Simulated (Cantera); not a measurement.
What does this Cantera script print?

```python
import numpy as np
import cantera as ct

gas = ct.Solution("gri30.yaml")
gas.TPX = 1000, 101325, {'CO': 0.0095, 'O2': 0.04, 'H2O': 0.056, 'N2': 1}
inlet = ct.Reservoir(gas, clone=True)

reactor = ct.IdealGasConstPressureReactor(gas, energy="off", clone=False)
exhaust = ct.Reservoir(gas, clone=True)
tau = [0.41, 0.25, 0.16, 0.097, 0.06, 0.037, 0.023, 0.014, 0.0089, 0.0055, 0.0034][0]
for a, b in ((inlet, reactor), (reactor, exhaust)):
    ct.MassFlowController(a, b, mdot=lambda t: reactor.mass / tau)
net = ct.ReactorNet([reactor])
show = ['CO', 'O2', 'H2O', 'NO2', 'CO2', 'N2O']

rows = []
print(f"{'tau/s':>10s}{'T/K':>9s}" + "".join(f"{s:>11s}" for s in show))
for tau in [0.41, 0.25, 0.16, 0.097, 0.06, 0.037, 0.023, 0.014, 0.0089, 0.0055, 0.0034]:
    net.initial_time = 0.0
    net.advance(30 * tau)
    before = gas.X
    net.advance(40 * tau)
    drift = np.max(np.abs(gas.X - before) / (gas.X + 1e-9))
    rows.append([gas.T, *gas[show].X, drift])
    print(f"{tau:10.3e}{gas.T:9.1f}" + "".join(f"{x:11.3e}" for x in gas[show].X))
```

Result:

```
     tau/s      T/K         CO         O2        H2O        NO2        CO2        N2O
 4.100e-01   1000.0  5.335e-03  3.462e-02  5.069e-02  5.064e-11  3.272e-03  3.841e-08
 2.500e-01   1000.0  6.227e-03  3.505e-02  5.067e-02  2.782e-11  2.377e-03  2.681e-08
 1.600e-01   1000.0  6.911e-03  3.538e-02  5.065e-02  1.582e-11  1.690e-03  1.861e-08
 9.700e-02   1000.0  7.507e-03  3.566e-02  5.064e-02  8.235e-12  1.091e-03  1.186e-08
 6.000e-02   1000.0  7.914e-03  3.586e-02  5.064e-02  4.311e-12  6.823e-04  7.412e-09
 3.700e-02   1000.0  8.190e-03  3.599e-02  5.064e-02  2.170e-12  4.047e-04  4.451e-09
 2.300e-02   1000.0  8.366e-03  3.607e-02  5.064e-02  1.033e-12  2.288e-04  2.584e-09
 1.400e-02   1000.0  8.478e-03  3.612e-02  5.065e-02  4.149e-13  1.163e-04  1.378e-09
 8.900e-03   1000.0  8.537e-03  3.615e-02  5.065e-02  1.426e-13  5.619e-05  7.128e-10
 5.500e-03   1000.0  8.572e-03  3.617e-02  5.065e-02  2.701e-14  2.115e-05  2.997e-10
 3.400e-03   1000.0  8.589e-03  3.618e-02  5.066e-02  8.517e-16  4.324e-06  7.235e-11
```

Cantera simulation using GRI-Mech 3.0 (53 species, 325 reactions); the numbers are that mechanism's predictions, not measurements.
